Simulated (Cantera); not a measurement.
A freely propagating, adiabatic, planar premixed flame of 22.9 % CO, 8.70 % H2, 14.4 % O2, 54.0 % N2, equivalence ratio 1.1, unburnt at 598 K and 7500 Torr; mixture-averaged transport, grid criteria slope 0.08 and curve 0.16, no radiation.

Cantera simulation using GRI-Mech 3.0 (53 species, 325 reactions); the numbers are that mechanism's predictions, not measurements. The hydrogen kinetics of GRI-Mech 3.0 are dated; newer H2 mechanisms differ, most at raised pressure. Burning velocities carry a grid error of a few per cent, more on coarse grids.

**Question.** Predict: laminar burning velocity; thermal thickness; peak x(H); peak x(OH).

**Answer.** 
```
Item                          Value
------------------------  ---------
laminar burning velocity   180 cm/s
thermal thickness         0.0431 mm
peak x(H)                   0.00641
peak x(OH)                  0.00914
```
